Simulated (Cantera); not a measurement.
Feed: 1 mol Si₃N₄, 0.68 mol N₂, 0.0061 mol Si, held at 2575 K and 0.100 bar.

Equilibrium computed with Cantera from the NASA thermochemical tables; the gas is ideal and each condensed phase is pure. Candidate condensed phases: Si, Si₃N₄; 7 gas species. The tables' values for SiN are old estimates; treat these amounts as uncertain. Equilibrium is a limit: real reactors are often held back by kinetics, nucleation or transport.

Base state: N₂ 0.911, Si 0.0818, Si₂ 0.00243, SiN 0.00223, Si₂N 0.00188, Si₃ 0.000409 (mole fractions); condensed: Si(l).

Problem. What changes in the equilibrium state with this change: 0.049 mol H₂ added?

Solution. 
```csv
species,before,after
N₂,0.911,0.889
Si,0.0818,0.0818
H,0,0.0112
H₂,0,0.0104
SiH,0,0.000624
SiH₂,0,1.38e-5
"Si(l), mol",2.73,2.72
```
Gases not in the tables: Si₂H₆ and higher silanes.

Problem. What changes in the equilibrium state with this change: pressure from 0.100 bar to 0.00133 bar?

Solution. 
| species | before | after |
|---|---|---|
| Si | 0.0818 | 0.526 |
| N₂ | 0.911 | 0.472 |
| Si₂ | 0.00243 | 0.00134 |
| Si₂N | 0.00188 | 8.60e-5 |
| Si₃ | 0.000409 | 1.93e-5 |
| N | 1.73e-6 | 1.08e-5 |
| SiN | 0.00223 | 0.00119 |
| Si(l), mol | 2.73 | 0 |
